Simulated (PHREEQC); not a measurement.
1 kg of water holding 0.44 mol Na2SO4, 0.035 mol Na2B4O7, 0.004 mol Na2CO3 and 0.013 mol NaCl is evaporated at 30 °C; the solids stay in contact with the brine. CO2 is held at log p = -3.4 (atm). The run lets Burkeite, Halite, Mirabilite, Nahcolite, Natron, Thenardite, Trona, Borax, Boric_acid,s, NaBO2:4H2O, NaB5O8:5H2O, Teepleite precipitate or redissolve, and no other solid.

Computed with PHREEQC (Pitzer model, pitzer.dat).

| water left (kg) | ionic strength | water activity | Mirabilite (mol) | Thenardite (mol) | Borax (mol) | Cl in solution (mol/kgw) | C in solution (mol/kgw) |
|---|---|---|---|---|---|---|---|
| 1 | 1.42 | 0.980 | 0 | 0 | 0 | 0.0130 | 0.0112 |
| 0.8221 | 1.73 | 0.977 | 0 | 0 | 0 | 0.0158 | 0.0123 |
| 0.5558 | 2.56 | 0.968 | 0 | 0 | 0 | 0.0234 | 0.0150 |
| 0.4571 | (withheld) | 0.962 | 0 | 0 | 0 | 0.0284 | (withheld) |
| 0.3078 | 4.54 | (withheld) | 0 | 0 | 0.0120 | 0.0422 | 0.0197 |
| 0.2525 | (withheld) | (withheld) | 0 | 0 | 0.0162 | 0.0515 | (withheld) |
| 0.1698 | 8.10 | (withheld) | 0 | 0 | 0.0220 | 0.0766 | 0.0288 |
| 0.1197 | 8.73 | (withheld) | 0.107 | 0 | 0.0257 | 0.109 | 0.0379 |
| 0.02605 | 9.27 | 0.874 | 0.369 | 0 | 0.0328 | 0.499 | 0.164 |
| 0.01442 | 10.0 | 0.849 | 0.339 | 0.0617 | 0.0337 | 0.902 | 0.298 |

Problem. Some entries are withheld; supply them.

Solution. 
- 0.4571, ionic strength: 3.12
- 0.4571, C in solution (mol/kgw): 0.0166
- 0.3078, water activity: 0.946
- 0.2525, ionic strength: 5.50
- 0.2525, water activity: 0.936
- 0.2525, C in solution (mol/kgw): 0.0219
- 0.1698, water activity: 0.904
- 0.1197, water activity: 0.895
